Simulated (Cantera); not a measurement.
NO annealing gas

An isothermal, constant-pressure homogeneous reactor starts with NO : N2 = 1 : 0.22 (molar parts), at 1675 K and 1.88 atm.

Detailed kinetics in Cantera: GRI-Mech 3.0 (53 species, 325 reactions).

| t (s) | x NO | x NO2 | x N2 | x O2 | x O | x N2O |
|---|---|---|---|---|---|---|
| 1.00e-5 | 0.820 | 6.95e-7 | 0.180 | 5.82e-10 | 1.93e-7 | 8.85e-7 |
| 3.46e-5 | 0.820 | 2.88e-6 | 0.180 | 2.86e-9 | 2.03e-7 | 3.05e-6 |
| 0.000119 | 0.820 | 1.05e-5 | 0.180 | 1.68e-8 | 2.31e-7 | 1.04e-5 |
| 0.000412 | 0.820 | 3.83e-5 | 0.180 | 1.66e-7 | 3.31e-7 | 3.42e-5 |
| 0.00143 | 0.819 | 0.000145 | 0.180 | 3.23e-6 | 6.92e-7 | 0.000101 |
| 0.00492 | 0.819 | 0.000476 | 0.181 | 9.02e-5 | 1.70e-6 | 0.000217 |
| 0.0170 | 0.816 | 0.000712 | 0.182 | 0.00102 | 2.37e-6 | 0.000268 |
| 0.0588 | 0.809 | 0.000851 | 0.185 | 0.00462 | 2.82e-6 | 0.000264 |
| 0.203 | 0.784 | 0.00118 | 0.198 | 0.0167 | 3.94e-6 | 0.000247 |
| 0.702 | 0.709 | 0.00171 | 0.235 | 0.0537 | 6.19e-6 | 0.000201 |
| 2.42 | 0.532 | 0.00202 | 0.324 | 0.142 | 9.62e-6 | 0.000111 |
| 8.38 | 0.279 | 0.00145 | 0.451 | 0.269 | 1.30e-5 | 3.04e-5 |
| 28.9 | 0.0963 | 0.000578 | 0.542 | 0.361 | 1.50e-5 | 3.78e-6 |
| 100 | 0.0243 | 0.000153 | 0.578 | 0.398 | 1.57e-5 | 4.40e-7 |
x: mole fraction; the columns are a selection and need not sum to one.

Equilibrium at this temperature and pressure: NO 0.00319, NO2 2.03e-5, N2 0.589, O2 0.408, O 1.59e-5, N2O 2.23e-7 (gas phase only).
